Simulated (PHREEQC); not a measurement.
Consider water at 25 °C with 0.047 mol/kgw HF, 0.0035 mol/kgw NH4F and 0.016 mol/kgw (NH4)2SiF6. Closed to the air; pH follows from the charge balance.

Computed with PHREEQC (ion-association model, phreeqc.dat).

| quantity | before | after |
|---|---|---|
| pH | 2.35 | 2.44 |
| ionic strength (mol/kgw) | 0.0568 | 0.0592 |
| HF (mol/kgw) | 0.0405 | 0.0412 |
| F- (mol/kgw) | 0.00760 | 0.00971 |
| HF2- (mol/kgw) | 0.00118 | 0.00153 |
| NH3 (mol/kgw) | 3.52e-9 | 4.81e-9 |

Question: Name the change that produced these shifts.
A) NH4F from 0.0035 to 0.007 mol/kgw
B) NH4F left out
C) (NH4)2SiF6 left out
D) NH4F from 0.0035 to 0.00315 mol/kgw
E) NH4F from 0.0035 to 0.0175 mol/kgw

Answer: A, NH4F from 0.0035 to 0.007 mol/kgw

No solid was allowed to form. SiF6-2 is the database's only silicon fluoride.
